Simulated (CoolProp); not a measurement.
Vapour-liquid equilibrium of ethanol (1) + dimethyl carbonate (2) at 384.2 K; x and y are mole fractions of (1).

The numbers come from the multi-fluid Helmholtz-energy mixture model, Schroeder 2014 and Zhou 2011; pair parameters Bell 2016 in CoolProp.

Q: Give the bubble pressure and the first vapour's composition at x = 0.35, 0.65, 0.8. Is there an azeotrope?

A: x = 0.35: 0.3102 MPa, y = 0.546; x = 0.65: 0.3412 MPa, y = 0.703; x = 0.8: 0.3439 MPa, y = 0.789. y crosses x between x = 0.65 and 0.8: the model has an azeotrope there.

The pair parameters rest on a limited set of measurements; away from them the model extrapolates.
